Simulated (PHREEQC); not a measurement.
Make-up at 20 °C: 0.0038 mol/kgw HF, 0.0002 mol/kgw (NH4)2SiF6, 0.00015 mol/kgw HBF4 and 0.071 mol/kgw HCl. Closed to the air; pH follows from the charge balance.

Model: ion-association model, wateq4f.dat, run in PHREEQC.

This is a speciation only: nothing precipitates in the calculation.

Problem. What pH does the model give?

Solution. pH 1.22.

Problem. In which forms is F present?

Solution. HF 79 %, SiF6-2 14 %, BF4- 3.5 %, H2F2 2.2 %, F- 1.2 % of the F.

SiF6-2 is the database's only silicon fluoride. Real BF4- forms and hydrolyses slowly; the run takes it at equilibrium.
